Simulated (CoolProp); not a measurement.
Computed with CoolProp (reference Helmholtz-energy equation of state, Lemmon 2006). It is a short technical equation, of lower accuracy than the large ones.

Problem. Give the vapour pressure (kPa), vapour Z, surface tension (mN/m) of saturated C3F8 (R218) at 276.5 K.

Solution. 
| T (K) | p (kPa) | vapour Z | surface tension (mN/m) |
|---|---|---|---|
| 276.5 | 461 | 0.851 | 5.98 |

Surface tension comes from a separate correlation (Mulero 2012).
